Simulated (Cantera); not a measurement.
A perfectly stirred reactor is fed with 5.19 % CH4, 1.56 % C2H6, 19.6 % O2, 73.7 % N2, at 1.00 bar; it is adiabatic with a 650 K inlet, and is followed from long to short residence time, starting on the burning branch (τ in s: 0.052, 0.021, 0.0088, 0.0036, 0.0015, 0.00061, 0.00025, 0.0001, 4.3e-05, 1.8e-05, 7.2e-06).

Detailed kinetics in Cantera: GRI-Mech 3.0 (53 species, 325 reactions).

x: mole fraction; the columns are a selection and need not sum to one.

| τ (s) | T (K) | x CH4 | x C2H6 | x O2 | x NO2 | x N2O |
|---|---|---|---|---|---|---|
| 0.052 | 2240 | 2.64e-6 | 1.10e-7 | 0.0374 | 7.30e-7 | 3.14e-7 |
| 0.021 | 2227 | 5.62e-6 | 2.60e-7 | 0.0381 | 3.88e-7 | 3.14e-7 |
| 0.0088 | 2203 | 1.09e-5 | 5.78e-7 | 0.0391 | 1.97e-7 | 3.06e-7 |
| 0.0036 | 2162 | 2.07e-5 | 1.27e-6 | 0.0406 | 9.19e-8 | 2.82e-7 |
| 0.0015 | 2108 | 3.95e-5 | 2.71e-6 | 0.0425 | 4.26e-8 | 2.49e-7 |
| 0.00061 | 2040 | 8.09e-5 | 5.93e-6 | 0.0450 | 2.07e-8 | 2.15e-7 |
| 0.00025 | 1964 | ? | ? | 0.0482 | ? | ? |
| 0.00010 | 1876 | 0.000480 | 3.62e-5 | 0.0539 | 6.05e-9 | 1.60e-7 |
| 4.3e-5 | 650 | 0.0519 | 0.0156 | 0.196 | <1e-12 | <1e-12 |
| 1.8e-5 | 650 | 0.0519 | 0.0156 | 0.196 | <1e-12 | <1e-12 |
| 7.2e-6 | 650 | 0.0519 | 0.0156 | 0.196 | <1e-12 | <1e-12 |

**Question.** Fill in the missing entries.

**Answer.** 
- 0.00025, x CH4: 0.000180
- 0.00025, x C2H6: 1.35e-5
- 0.00025, x NO2: 1.10e-8
- 0.00025, x N2O: 1.87e-7
